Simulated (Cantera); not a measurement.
Mixture: 10.9 % CH4, 21.7 % O2, 67.4 % N2, at 18.0 bar, adiabatic and at constant pressure. Ignition delay is the time to a rise of 400 K.

Model: GRI-Mech 3.0 (53 species, 325 reactions), integrated in Cantera. The pressure lies above the range GRI-Mech 3.0 was tuned for (to about 10 atm).

**Question.** Predict: delay at 1023 K; delay at 1173 K; delay at 1323 K; delay at 1473 K; apparent activation energy between 1398 and 1548 K.

**Answer.** delay at 1023 K: 26.0 ms
delay at 1173 K: 2.93 ms
delay at 1323 K: 0.523 ms
delay at 1473 K: 0.119 ms
apparent activation energy between 1398 and 1548 K: 170 kJ/mol
